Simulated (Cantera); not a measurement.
# Ignition delay

Mixture: 8.76 % CH4, 5.87 % CO, 17.1 % O2, 64.1 % N2, 4.20 % CO2, equivalence ratio 1.2, at 500000 Pa, adiabatic and at constant pressure. Ignition delay is the time to a rise of 400 K.

Model: GRI-Mech 3.0 (53 species, 325 reactions), integrated in Cantera.

```
T0 (K)  delay (ms)
------  ----------
1150          40.3
1250          9.29
1350          2.50
1450         0.763
1550         0.262
1650         0.102
```

```json
{
 "apparent activation energy between 1450 and 1650 K": "200 kJ/mol"
}
```
